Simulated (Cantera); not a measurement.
Equilibrium for oxide etching and cleaning by halides: B2O3 + Cl2 + H2

A closed system holds: 1 mol B2O3, 0.74 mol Cl2, 0.42 mol H2, at 133 Pa.

Equilibrium computed with Cantera from the NASA thermochemical tables; the gas is ideal and each condensed phase is pure. Candidate condensed phases: B, B2O3, B3O3H3, H2O; 33 gas species. The tables' values for BOCl are old estimates; treat these amounts as uncertain. Equilibrium is a limit: real reactors are often held back by kinetics, nucleation or transport.

From 1123 K to 1348 K the condensed part is B2O3(l).

```json
[
 {"T (K)": "1123", "log p HCl": "-3.02", "log p Cl2": "-3.46", "log p Cl": "-4.43", "log p BOCl": "-7.41", "log p HBO2": "-7.07", "log p O2": "-7.12", "log p B2O3": "-9.21", "log p BCl3": "-6.82", "n B2O3(l)": "1.000"},
 {"T (K)": "1148", "log p HCl": "-3.02", "log p Cl2": "-3.47", "log p Cl": "-4.31", "log p BOCl": "-7.15", "log p HBO2": "-6.88", "log p O2": "-6.98", "log p B2O3": "-8.81", "log p BCl3": "-6.72", "n B2O3(l)": "1.000"},
 {"T (K)": "1173", "log p HCl": "-3.03", "log p Cl2": "-3.49", "log p Cl": "-4.19", "log p BOCl": "-6.90", "log p HBO2": "-6.71", "log p O2": "-6.85", "log p B2O3": "-8.43", "log p BCl3": "-6.64", "n B2O3(l)": "1.000"},
 {"T (K)": "1198", "log p HCl": "-3.03", "log p Cl2": "-3.50", "log p Cl": "-4.09", "log p BOCl": "-6.66", "log p HBO2": "-6.54", "log p O2": "-6.73", "log p B2O3": "-8.06", "log p BCl3": "-6.55", "n B2O3(l)": "1.000"},
 {"T (K)": "1223", "log p HCl": "-3.03", "log p Cl2": "-3.52", "log p Cl": "-3.98", "log p BOCl": "-6.44", "log p HBO2": "-6.38", "log p O2": "-6.61", "log p B2O3": "-7.72", "log p BCl3": "-6.48", "n B2O3(l)": "0.999"},
 {"T (K)": "1248", "log p HCl": "-3.04", "log p Cl2": "-3.55", "log p Cl": "-3.89", "log p BOCl": "-6.22", "log p HBO2": "-6.23", "log p O2": "-6.51", "log p B2O3": "-7.38", "log p BCl3": "-6.41", "n B2O3(l)": "0.999"},
 {"T (K)": "1273", "log p HCl": "-3.04", "log p Cl2": "-3.58", "log p Cl": "-3.80", "log p BOCl": "-6.02", "log p HBO2": "-6.08", "log p O2": "-6.41", "log p B2O3": "-7.06", "log p BCl3": "-6.36", "n B2O3(l)": "0.999"},
 {"T (K)": "1298", "log p HCl": "-3.05", "log p Cl2": "-3.61", "log p Cl": "-3.72", "log p BOCl": "-5.82", "log p HBO2": "-5.94", "log p O2": "-6.32", "log p B2O3": "-6.75", "log p BCl3": "-6.31", "n B2O3(l)": "0.998"},
 {"T (K)": "1323", "log p HCl": "-3.06", "log p Cl2": "-3.65", "log p Cl": "-3.65", "log p BOCl": "-5.64", "log p HBO2": "-5.79", "log p O2": "-6.23", "log p B2O3": "-6.46", "log p BCl3": "-6.28", "n B2O3(l)": "0.997"},
 {"T (K)": "1348", "log p HCl": "-3.06", "log p Cl2": "-3.70", "log p Cl": "-3.58", "log p BOCl": "-5.47", "log p HBO2": "-5.65", "log p O2": "-6.14", "log p B2O3": "-6.18", "log p BCl3": "-6.27", "n B2O3(l)": "0.996"}
]
```
log p: log10 of the partial pressure in bar; n: condensed amount in mol.
